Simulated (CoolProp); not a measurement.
Vapour-liquid equilibrium of propylene (1) + R142b (2) at 0.56 bar; x and y are mole fractions of (1).

Computed with CoolProp (multi-fluid Helmholtz-energy mixture model, Lemmon 2013 and Lemmon 2006; pair parameters Bell 2016).

| x | bubble temperature (K) | y at the bubble point | dew temperature at overall composition x (K) | liquid density (mol/L) |
|---|---|---|---|---|
| 0.05 | 245.4 | 0.241 | 249.3 | 12.35 |
| 0.125 | 239.2 | 0.481 | 247.9 | 12.60 |
| 0.2 | 234.2 | 0.632 | 246.3 | 12.83 |
| 0.275 | 230.3 | 0.728 | 244.6 | 13.04 |
| 0.35 | 227.1 | 0.794 | 242.8 | 13.23 |
| 0.425 | 224.5 | 0.840 | 240.8 | 13.42 |
| 0.5 | 222.4 | 0.874 | 238.6 | 13.60 |
| 0.575 | 220.6 | 0.900 | 236.2 | 13.78 |
| 0.65 | 219.0 | 0.922 | 233.5 | 13.96 |
| 0.725 | 217.7 | 0.941 | 230.4 | 14.14 |
| 0.8 | 216.4 | 0.957 | 226.8 | 14.33 |
| 0.875 | 215.2 | 0.973 | 222.3 | 14.52 |
| 0.95 | 214.1 | 0.989 | 217.0 | 14.72 |

No azeotrope shows between x = 0.05 and 0.95.

Pair parameters are fitted to limited data, so mixtures are less certain than the pure fluids.
